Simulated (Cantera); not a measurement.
Gas-phase reforming

A perfectly stirred reactor is fed with CH4 : H2O : H2 = 1 : 4.2 : 1.4 (molar parts), at 1.40 bar; it is held at 1648 K, and followed from long to short residence time.

Detailed kinetics in Cantera: GRI-Mech 3.0 (53 species, 325 reactions).

```csv
τ (s),x CH4,x H2O,x H2,x C2H2,x OH
3.6,0.0183,0.406,0.479,0.00696,1.97e-6
1.7,0.0249,0.433,0.454,0.0119,2.14e-6
0.81,0.0329,0.467,0.424,0.0178,2.37e-6
0.38,0.0427,0.504,0.389,0.0235,2.62e-6
0.18,0.0549,0.539,0.353,0.0269,2.87e-6
0.086,0.0699,0.568,0.321,0.0267,3.07e-6
0.040,0.0883,0.591,0.290,0.0227,3.22e-6
0.019,0.107,0.608,0.264,0.0165,3.32e-6
0.0090,0.123,0.620,0.244,0.0102,3.39e-6
```
x: mole fraction; the columns are a selection and need not sum to one.
